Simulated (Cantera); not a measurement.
A closed system holds: 1 mol C₂H₆, 0.049 mol H₂O, 2 mol H₂, held at 1000 K.

Cantera equilibrium calculation (NASA polynomials, part measured and part estimated; ideal gas, pure solids and liquids). Candidate condensed phases: C, C₆H₆, C₇H₈, C₈H₁₈, H₂O; 110 gas species. The ideal-gas law is rough above about 30 bar. Kinetics and transport are ignored.

log p: log10 of the partial pressure in bar; n: condensed amount in mol.

| P (Pa) | log p H₂ | log p CH₄ | log p H₂O | log p CO | log p C₂H₆ | log p CO₂ | n C(graphite) |
|---|---|---|---|---|---|---|---|
| 10 | -4.00 | -9.03 | -10.42 | -6.02 | <-16 | -12.28 | 1.95 |
| 160 | -2.80 | -6.62 | -8.02 | -4.81 | -14.19 | -9.87 | 1.95 |
| 2500 | -1.61 | -4.23 | -5.63 | -3.62 | -10.62 | -7.49 | 1.94 |
| 40000 | (withheld) | (withheld) | (withheld) | (withheld) | (withheld) | (withheld) | (withheld) |
| 630000 | (withheld) | (withheld) | (withheld) | (withheld) | (withheld) | (withheld) | (withheld) |
| 10000000 | 1.52 | 1.82 | 0.18 | -1.14 | -1.64 | -2.31 | 0 |

### Question
Fill in the missing entries.

### Answer

- 40000, log p H₂: -0.42
- 40000, log p CH₄: -1.86
- 40000, log p H₂O: -3.28
- 40000, log p CO: -2.46
- 40000, log p C₂H₆: -7.05
- 40000, log p CO₂: -5.17
- 40000, n C(graphite): 1.79
- 630000, log p H₂: 0.64
- 630000, log p CH₄: 0.26
- 630000, log p H₂O: -1.31
- 630000, log p CO: -1.55
- 630000, log p C₂H₆: -3.87
- 630000, log p CO₂: -3.34
- 630000, n C(graphite): 0.838
